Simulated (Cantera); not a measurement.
An adiabatic, constant-pressure homogeneous reactor starts with C3H8 : O2 : N2 : H2O = 1 : 4.55 : 17.1 : 2.4 (molar parts), equivalence ratio 1.1, at 1675 K and 7500 Torr.

Model: GRI-Mech 3.0 (53 species, 325 reactions), integrated in Cantera. GRI-Mech 3.0 was tuned for natural gas; its chemistry of propane as a main component is partial and can be far from experiment.

Problem. Predict: time of steepest temperature rise; temperature at 0.100 s; equilibrium temperature; x(O2) at 0.100 s; x(H2O) at 0.100 s; x(CH2O) at 0.100 s; x(NO) at 0.100 s; x(CO) at 0.100 s.

Solution. 
```json
{
 "time_of_steepest_temperature_rise": "5.09 µs",
 "temperature at 0.100 s": "2912 K",
 "equilibrium_temperature": "2912 K",
 "x(O2) at 0.100 s": "0.00986 (gas-phase equilibrium 0.00986)",
 "x(H2O) at 0.100 s": "0.203 (gas-phase equilibrium 0.203)",
 "x(CH2O) at 0.100 s": "4.11e-9 (gas-phase equilibrium 4.11e-9)",
 "x(NO) at 0.100 s": "0.00827 (gas-phase equilibrium 0.00827)",
 "x(CO) at 0.100 s": "0.0476 (gas-phase equilibrium 0.0476)"
}
```
